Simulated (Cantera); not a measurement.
Charge: 1 mol HMDSO, 1.2 mol O₂, 6.7 mol H₂, at 2050 K.

These are equilibrium values from Cantera (NASA tables, ideal gas, pure condensed phases), not measurements of a reactor. Candidate condensed phases: C, C₆H₆, C₇H₈, C₈H₁₈, H₂O, Si, SiC, SiO₂; 123 gas species. The feed counts by its element totals alone. Kinetics and transport are ignored.

At 0.270 Torr, list the 6 most abundant gas species with their mole fractions, and the condensed phases.

H₂ 0.716, CO 0.165, H 0.101, Si 0.0141, SiO 0.00172, C₂H₂ (acetylene) 0.000761. Condensed: C(graphite) + SiC(s).
